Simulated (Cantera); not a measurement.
A Cantera script and what it prints.

```python
import numpy as np
import cantera as ct

gas_names = """
    CL CL2 H HCL H2 Si SiCL SiCL2 SiCL3 SiCL4 SiH SiHCL3 SiH2 SiH2CL2 SiH3 SiH3CL SiH4 Si2 Si3
""".split()
cond_names = """
    Si(cr) Si(L)
""".split()


# ... load() reads the species with a 1 bar reference pressure and builds the phases ...
atoms = {
    'Si': {'Si': 1},
    'Cl2': {'CL': 2},
    'H2': {'H': 2},
}
top_T = {}  # K; cautious upper limits of use, not melting points


# ... equilibrate(T, P, feed) seeds the gas with the atoms and calls Mixture.equilibrate('TP', solver="vcs", rtol=1e-11, max_steps=5000) ...
results = []
feed = {'Si': 1, 'Cl2': 0.92, 'H2': 0.22}  # mol
P = 13332.2  # Pa
for T in [725, 750, 775, 800, 825, 850, 875, 900, 925, 950, 975, 1000, 1025, 1050]:
    mix = equilibrate(T, P, feed)
    results.append((T, P, feed, dict(zip(mix.species_names, mix.species_moles))))
    x = sorted(zip(gas.X, gas.species_names), reverse=True)
    print(f"T = {T:g} K  P = {P:g} Pa  gas = {mix.phase_moles(0):.4g} mol")
    print("   x: " + "  ".join(f"{s} {v:.3e}" for v, s in x if v > 0.0001))
    print("   condensed (mol): " + ("  ".join(f"{mix.phase(i).name} {mix.phase_moles(i):.4g}"
          for i in range(1, mix.n_phases) if mix.phase_moles(i) > 1e-12) or "none"))
```

Output:

```
T = 725 K  P = 13332.2 Pa  gas = 0.6659 mol
   x: SiCL4 6.273e-01  H2 2.874e-01  SiHCL3 8.378e-02  SiH2CL2 7.791e-04  HCL 6.639e-04
   condensed (mol): Si(cr) 0.5259
T = 750 K  P = 13332.2 Pa  gas = 0.6661 mol
   x: SiCL4 6.277e-01  H2 2.876e-01  SiHCL3 8.283e-02  HCL 9.863e-04  SiH2CL2 8.022e-04
   condensed (mol): Si(cr) 0.5261
T = 775 K  P = 13332.2 Pa  gas = 0.6664 mol
   x: SiCL4 6.280e-01  H2 2.877e-01  SiHCL3 8.189e-02  HCL 1.427e-03  SiH2CL2 8.237e-04  SiCL3 1.720e-04
   condensed (mol): Si(cr) 0.5263
T = 800 K  P = 13332.2 Pa  gas = 0.6666 mol
   x: SiCL4 6.282e-01  H2 2.877e-01  SiHCL3 8.098e-02  HCL 2.017e-03  SiH2CL2 8.434e-04  SiCL3 2.864e-04
   condensed (mol): Si(cr) 0.5265
T = 825 K  P = 13332.2 Pa  gas = 0.6669 mol
   x: SiCL4 6.282e-01  H2 2.876e-01  SiHCL3 8.007e-02  HCL 2.790e-03  SiH2CL2 8.615e-04  SiCL3 4.620e-04
   condensed (mol): Si(cr) 0.5267
T = 850 K  P = 13332.2 Pa  gas = 0.6673 mol
   x: SiCL4 6.280e-01  H2 2.873e-01  SiHCL3 7.917e-02  HCL 3.782e-03  SiH2CL2 8.778e-04  SiCL3 7.241e-04
   condensed (mol): Si(cr) 0.527
T = 875 K  P = 13332.2 Pa  gas = 0.6677 mol
   x: SiCL4 6.276e-01  H2 2.869e-01  SiHCL3 7.827e-02  HCL 5.035e-03  SiCL3 1.105e-03  SiH2CL2 8.925e-04  SiCL2 1.126e-04
   condensed (mol): Si(cr) 0.5273
T = 900 K  P = 13332.2 Pa  gas = 0.6682 mol
   x: SiCL4 6.269e-01  H2 2.864e-01  SiHCL3 7.735e-02  HCL 6.592e-03  SiCL3 1.647e-03  SiH2CL2 9.053e-04  SiCL2 2.062e-04
   condensed (mol): Si(cr) 0.5275
T = 925 K  P = 13332.2 Pa  gas = 0.6689 mol
   x: SiCL4 6.259e-01  H2 2.855e-01  SiHCL3 7.641e-02  HCL 8.497e-03  SiCL3 2.399e-03  SiH2CL2 9.162e-04  SiCL2 3.651e-04
   condensed (mol): Si(cr) 0.5278
T = 950 K  P = 13332.2 Pa  gas = 0.6697 mol
   x: SiCL4 6.243e-01  H2 2.845e-01  SiHCL3 7.544e-02  HCL 1.080e-02  SiCL3 3.423e-03  SiH2CL2 9.251e-04  SiCL2 6.265e-04
   condensed (mol): Si(cr) 0.5281
T = 975 K  P = 13332.2 Pa  gas = 0.6706 mol
   x: SiCL4 6.221e-01  H2 2.831e-01  SiHCL3 7.441e-02  HCL 1.354e-02  SiCL3 4.790e-03  SiCL2 1.044e-03  SiH2CL2 9.318e-04
   condensed (mol): Si(cr) 0.5283
T = 1000 K  P = 13332.2 Pa  gas = 0.6719 mol
   x: SiCL4 6.192e-01  H2 2.815e-01  SiHCL3 7.331e-02  HCL 1.676e-02  SiCL3 6.583e-03  SiCL2 1.695e-03  SiH2CL2 9.361e-04
   condensed (mol): Si(cr) 0.5285
T = 1025 K  P = 13332.2 Pa  gas = 0.6734 mol
   x: SiCL4 6.154e-01  H2 2.795e-01  SiHCL3 7.212e-02  HCL 2.050e-02  SiCL3 8.893e-03  SiCL2 2.683e-03  SiH2CL2 9.377e-04
   condensed (mol): Si(cr) 0.5286
T = 1050 K  P = 13332.2 Pa  gas = 0.6753 mol
   x: SiCL4 6.105e-01  H2 2.770e-01  SiHCL3 7.082e-02  HCL 2.479e-02  SiCL3 1.182e-02  SiCL2 4.147e-03  SiH2CL2 9.364e-04
   condensed (mol): Si(cr) 0.5285
```

Cantera equilibrium calculation (NASA polynomials, part measured and part estimated; ideal gas, pure solids and liquids). The tables' values for SiCl3 are old estimates; treat these amounts as uncertain.
